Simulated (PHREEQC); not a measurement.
Consider water at 25 °C with 0.008 mol NaHSO4 and 0.038 mol K2HPO4 per kg of water. Closed to the air; pH follows from the charge balance.

Model: ion-association model, wateq4f.dat, run in PHREEQC.

```
quantity                          before     after
-------------------------------  -------  --------
pH                                  7.42      2.98
ionic strength (mol/kgw)           0.116    0.0530
SO4-2 (mol/kgw)                  0.00672   0.00672
NaSO4- (mol/kgw)                 9.19e-5  0.000119
HSO4- (mol/kgw)                  1.15e-8  0.000376
SI of Mirabilite (Na2SO4:10H2O)    -5.96     -5.80
```

**Question.** Name the change that produced these shifts.
(A) 0.0063 mol/kgw HF added
(B) K2HPO4 replaced by KHF2 at the same molality
(C) diluted 2-fold with water
(D) K2HPO4 left out

**Answer.** B, K2HPO4 replaced by KHF2 at the same molality

This is a speciation only: nothing precipitates in the calculation. H3PO4, which wateq4f.dat lacks, is added to it with the constant of phreeqc.dat.
